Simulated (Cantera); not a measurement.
**Stirred combustor or abatement burner**

A perfectly stirred reactor is fed with 3.95 % CH4, 14.4 % O2, 81.7 % N2, equivalence ratio 0.55, at 0.513 atm; it is adiabatic with a 625 K inlet, and is followed from long to short residence time, starting on the burning branch (τ in s: 0.12, 0.055, 0.024, 0.011, 0.0047, 0.0021, 0.00092, 0.00041, 0.00018, 8e-05, 3.5e-05, 1.6e-05, 6.9e-06).

Model: GRI-Mech 3.0 (53 species, 325 reactions), integrated in Cantera.

```tsv
τ (s)	T (K)	x CH4	x O2	x C2H	x C2H4	x CH2CO
0.12	1527	2.16e-5	0.0647	<1e-12	3.56e-9	2.25e-9
0.055	1522	3.53e-5	0.0648	<1e-12	5.66e-9	3.92e-9
0.024	1514	5.98e-5	0.0651	<1e-12	9.13e-9	7.00e-9
0.011	1501	9.99e-5	0.0655	<1e-12	1.50e-8	1.25e-8
0.0047	1478	0.000183	0.0664	1.60e-12	3.02e-8	2.63e-8
0.0021	1442	0.000362	0.0681	3.32e-12	8.08e-8	6.60e-8
0.00092	1373	0.00103	0.0730	1.07e-11	5.33e-7	3.44e-7
0.00041	625	0.0395	0.144	<1e-12	<1e-12	<1e-12
0.00018	625	0.0395	0.144	<1e-12	<1e-12	<1e-12
8.0e-5	625	0.0395	0.144	<1e-12	<1e-12	<1e-12
3.5e-5	625	0.0395	0.144	<1e-12	<1e-12	<1e-12
1.6e-5	625	0.0395	0.144	<1e-12	<1e-12	<1e-12
6.9e-6	625	0.0395	0.144	<1e-12	<1e-12	<1e-12
```
x: mole fraction; the columns are a selection and need not sum to one.
